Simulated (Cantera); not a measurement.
Feed: 1 mol B₂H₆, 60 mol H₂, 2.7 mol N₂, held at 49.0 Pa.

Method: chemical equilibrium by Gibbs-energy minimisation in Cantera with the NASA 1993 tables (ideal gas, pure condensed phases). Candidate condensed phases: B, BN; 15 gas species. The feed counts by its element totals alone. Mutual solubility and eutectic melting of coexisting phases are not modelled. Equilibrium is a limit: real reactors are often held back by kinetics, nucleation or transport.

**Question.** Which condensed phases are stable at each of these points (T (K)): 1675, 1775, 1875, 1975, 2075, 2175, 2275?

**Answer.** 
```json
[
 {"T (K)": "1675", "condensed phases": "BN(s)", "B condensed (%)": "100.0"},
 {"T (K)": "1775", "condensed phases": "BN(s)", "B condensed (%)": "99.8"},
 {"T (K)": "1875", "condensed phases": "B(s) + BN(s)", "B condensed (%)": "99.2"},
 {"T (K)": "1975", "condensed phases": "B(s)", "B condensed (%)": "98.1"},
 {"T (K)": "2075", "condensed phases": "B(s)", "B condensed (%)": "94.6"},
 {"T (K)": "2175", "condensed phases": "B(s)", "B condensed (%)": "81.9"},
 {"T (K)": "2275", "condensed phases": "B(s)", "B condensed (%)": "34.5"}
]
```

From 1675 K to 1775 K the condensed part is BN(s). At 1875 K the condensed part is B(s) + BN(s). From 1975 K to 2275 K the condensed part is B(s). The share of B in condensed phases is highest at 1675 K (100.0 %) and lowest at 2275 K (34.5 %).
